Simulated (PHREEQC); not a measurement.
## Silver or lead bath (model solution)

Consider water at 25 °C with 1.1 mmol/kgw PbCl2 and 0.24 mmol/kgw KNO3. Closed to the air; pH follows from the charge balance.

All values are PHREEQC results (ion-association model, wateq4f.dat), not measurements.

This is a speciation only: nothing precipitates in the calculation.

### Question
Estimate the pH.

### Answer
pH 5.40.

### Question
In which forms is N present?

### Answer
NO3- 99 %, PbNO3+ 1.2 % of the N.
